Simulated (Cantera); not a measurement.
## Gas activation for diamond growth

A perfectly stirred reactor is fed with 3.11 % CH₄, 74.0 % H₂, 22.9 % H, at 0.260 bar; it is held at 2323 K, and followed from long to short residence time.

Model: GRI-Mech 3.0 (53 species, 325 reactions), integrated in Cantera. GRI-Mech 3.0 stops at C3 and has no aromatics, soot or wall deposition, so with more carbon than oxygen in the feed, carbon stays in small species such as C2H2 where larger ones or solid carbon would form.

```tsv
τ (s)	x CH₄	x H₂	x H	x C₂H₂	x CH₃	x C₂H₄
0.96	0.000197	0.962	0.0216	0.0166	8.18e-5	5.88e-6
0.29	0.000314	0.961	0.0223	0.0165	0.000135	5.81e-6
0.087	0.000493	0.959	0.0242	0.0164	0.000231	5.73e-6
0.026	0.000690	0.954	0.0287	0.0161	0.000382	5.72e-6
0.0078	0.000751	0.943	0.0392	0.0159	0.000571	5.72e-6
0.0023	0.000574	0.919	0.0635	0.0157	0.000712	5.12e-6
0.00070	0.000410	0.883	0.100	0.0152	0.000800	4.35e-6
0.00021	0.000438	0.851	0.132	0.0145	0.00108	5.14e-6
```
x: mole fraction; the columns are a selection and need not sum to one.
